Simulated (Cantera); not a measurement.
**Low-pressure radical oxidation in H2/O2**

An isothermal, constant-pressure homogeneous reactor starts with H2 : O2 = 0.021 : 1 (molar parts), at 1275 K and 0.00130 bar.

Detailed kinetics in Cantera: GRI-Mech 3.0 (53 species, 325 reactions). Radical loss at walls, strong at low pressure, is not modelled.

```json
[
 {"t (s)": "0.000400", "x H2": "0.0206", "x O2": "0.979", "x H2O": "1.16e-10", "x OH": "1.14e-9", "x H2O2": "<1e-12", "x HO2": "2.74e-9", "x O": "1.19e-9"},
 {"t (s)": "0.00173", "x H2": "0.0206", "x O2": "0.979", "x H2O": "5.11e-9", "x OH": "1.07e-8", "x H2O2": "3.08e-12", "x HO2": "1.19e-8", "x O": "1.25e-8"},
 {"t (s)": "0.00752", "x H2": "0.0206", "x O2": "0.979", "x H2O": "3.35e-7", "x OH": "2.40e-7", "x H2O2": "5.57e-11", "x HO2": "5.15e-8", "x O": "3.20e-7"},
 {"t (s)": "0.0326", "x H2": "0.0108", "x O2": "0.971", "x H2O": "0.00746", "x OH": "0.00324", "x H2O2": "8.61e-9", "x HO2": "1.65e-7", "x O": "0.00611"},
 {"t (s)": "0.141", "x H2": "0.000164", "x O2": "0.961", "x H2O": "0.0187", "x OH": "0.00195", "x H2O2": "3.28e-9", "x HO2": "1.27e-7", "x O": "0.0170"},
 {"t (s)": "0.613", "x H2": "0.000159", "x O2": "0.961", "x H2O": "0.0188", "x OH": "0.00192", "x H2O2": "3.27e-9", "x HO2": "1.25e-7", "x O": "0.0164"},
 {"t (s)": "2.66", "x H2": "0.000137", "x O2": "0.964", "x H2O": "0.0190", "x OH": "0.00179", "x H2O2": "3.23e-9", "x HO2": "1.18e-7", "x O": "0.0141"},
 {"t (s)": "11.5", "x H2": "7.93e-5", "x O2": "0.971", "x H2O": "0.0197", "x OH": "0.00136", "x H2O2": "2.96e-9", "x HO2": "9.29e-8", "x O": "0.00789"},
 {"t (s)": "50.0", "x H2": "1.78e-5", "x O2": "0.977", "x H2O": "0.0204", "x OH": "0.000647", "x H2O2": "1.89e-9", "x HO2": "4.26e-8", "x O": "0.00172"}
]
```
x: mole fraction; the columns are a selection and need not sum to one.

Equilibrium at this temperature and pressure: H2 3.23e-8, O2 0.979, H2O 0.0208, OH 2.76e-5, H2O2 3.34e-11, HO2 8.08e-9, O 3.08e-6 (gas phase only).
